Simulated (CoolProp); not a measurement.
Aqueous calcium chloride as a coolant, 20 % by mass, freezing at -18.3 °C, 1 atm.

Model: Melinder's fits for secondary coolants, in CoolProp.

```csv
T (°C),conductivity (W/(m K)),viscosity (mPa s),cp (kJ/(kg K)),Prandtl number
-9.1,0.532,[?],[?],23.9
0.4,0.546,3.15,3.057,17.6
10,0.560,2.43,3.085,13.4
19.5,0.574,1.93,3.110,10.5
29,0.588,[?],3.131,8.42
38.6,[?],1.32,3.150,6.89
```

Some entries are withheld; supply them.


- -9.1, viscosity (mPa s): 4.21
- -9.1, cp (kJ/(kg K)): 3.026
- 29, viscosity (mPa s): 1.58
- 38.6, conductivity (W/(m K)): 0.602
